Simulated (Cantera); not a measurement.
Input: 1 mol C2H6, 1.4 mol H2O, 0.38 mol H2, at 29.0 Pa.

Cantera equilibrium calculation (NASA polynomials, part measured and part estimated; ideal gas, pure solids and liquids). Candidate condensed phases: C, C6H6, C7H8, C8H18, H2O; 110 gas species. The numbers say what is thermodynamically allowed, not how fast it happens.

log p: log10 of the partial pressure in bar; n: condensed amount in mol.

```csv
T (°C),log p H,log p H2,log p CO,log p C3,log p C,n C(graphite)
1102,-7.29,-3.65,-4.18,<-15,<-15,0.600
1252,-6.45,-3.65,-4.18,<-15,<-15,0.600
1402,-5.76,-3.65,-4.18,-14.73,-14.15,0.599
1552,-5.19,-3.66,-4.19,-12.61,-12.31,0.598
1702,-4.71,-3.68,-4.20,-10.83,-10.75,0.594
1852,-4.31,-3.74,-4.22,-9.30,-9.42,0.586
2002,…,…,-4.26,…,…,0.571
2152,…,…,…,…,…,0.542
2302,-3.68,-4.44,-4.38,-5.81,-6.34,0.364
2452,-3.64,-4.86,-4.42,-5.39,-5.71,0
```

Problem. Complete the blanks.

Solution. 
- 2002, log p H: -4.00
- 2002, log p H2: -3.87
- 2002, log p C3: -7.98
- 2002, log p C: -8.26
- 2152, log p H: -3.79
- 2152, log p H2: -4.09
- 2152, log p CO: -4.32
- 2152, log p C3: -6.83
- 2152, log p C: -7.24
